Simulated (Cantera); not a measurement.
## Ignition delay

Mixture: 8.99 % CO, 8.54 % H₂, 12.9 % O₂, 69.6 % N₂, equivalence ratio 0.68, at 1.88 atm, adiabatic and at constant volume. Ignition delay is the time to a rise of 400 K.

Computed with Cantera and GRI-Mech 3.0 (53 species, 325 reactions). Where the delays flatten at high temperature, the 400 K rule measures the pace of heat release, not the induction time.

```
T0 (K)  delay (ms)
------  ----------
1150        0.0588
1225        0.0371
1300        0.0269
1375        0.0213
1450        0.0180
1525        0.0161
1600        0.0151
1675        0.0148
1750        0.0149
```
